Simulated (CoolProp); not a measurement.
Dimethyl ether along the isobar 1890 kPa: Z from the reference equation and from simpler models built on Tc = 127.2 °C, pc = 5337 kPa, ω = 0.196; each cubic takes its own stable root.

The numbers come from the reference Helmholtz-energy equation of state, Wu 2011 in CoolProp.

```tsv
T (°C)	phase	reference	van der Waals	Redlich-Kwong	Soave-Redlich-Kwong	Peng-Robinson
-121.95	liquid	0.08059	0.1341	0.09011	0.08971	0.08002
-97.55	liquid	0.07186	0.1188	0.07994	0.07928	0.07060
-73.15	liquid	0.06546	0.1076	0.07264	0.07174	0.06377
-48.75	liquid	0.06069	0.09929	0.06736	?	0.05877
-24.35	liquid	0.05714	0.09319	0.06363	0.06226	0.05515
-0.05	liquid	0.05459	0.08894	0.06122	0.05961	0.05271
24.35	liquid	0.05292	0.08646	0.06008	0.05822	0.05139
48.75	liquid	0.05222	0.7795	0.06052	0.05832	?
73.15	gas	0.7440	0.8238	0.7811	0.7683	0.7535
97.45	gas	0.8124	0.8554	?	0.8232	0.8092
121.85	gas	0.8548	0.8792	0.8621	0.8613	0.8482
146.25	gas	0.8840	0.8977	0.8870	0.8893	0.8770
170.65	gas	?	0.9125	0.9062	0.9107	0.8990
```

Problem. What belongs in the gaps?

Solution. 
- -48.75, Soave-Redlich-Kwong: 0.06622
- 48.75, Peng-Robinson: 0.05142
- 97.45, Redlich-Kwong: 0.8285
- 170.65, reference: 0.9053

At some of these states van der Waals gives the other phase, because its saturation line lies elsewhere.
